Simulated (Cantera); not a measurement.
A perfectly stirred reactor is fed with 0.596 % CH3OH, 4.82 % O2, 94.6 % N2, at 7500 Torr; it is held at 1398 K, and followed from long to short residence time.

Detailed kinetics in Cantera: GRI-Mech 3.0 (53 species, 325 reactions). GRI-Mech 3.0 was tuned for natural gas; its chemistry of methanol as a main component is partial and can be far from experiment.

Task: Predict: x(CH3OH) at τ = 1.40 s; x(O2) at τ = 1.40 s; x(NO) at τ = 1.40 s; x(H) at τ = 1.40 s; x(CH3OH) at τ = 79.0 ms; x(O2) at τ = 79.0 ms; x(NO) at τ = 79.0 ms; x(H) at τ = 79.0 ms.

Result: 
```
Property                  Result
-----------------------  -------
x(CH3OH) at τ = 1.40 s   5.80e-7
x(O2) at τ = 1.40 s       0.0392
x(NO) at τ = 1.40 s      2.07e-7
x(H) at τ = 1.40 s       5.44e-9
x(CH3OH) at τ = 79.0 ms  6.92e-6
x(O2) at τ = 79.0 ms      0.0393
x(NO) at τ = 79.0 ms     1.89e-7
x(H) at τ = 79.0 ms      7.38e-8
```
